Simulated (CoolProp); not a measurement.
The numbers come from the reference Helmholtz-energy equation of state, Lemmon 2006 in CoolProp. It is a short technical equation, of lower accuracy than the large ones.

Question: For carbonyl sulfide, give the phase and the density (kg/m³), expansivity (1/kK) at 620 K and 17400 kPa.

Answer: 
- 620 K and 17400 kPa: supercritical; density 232, expansivity 2.77
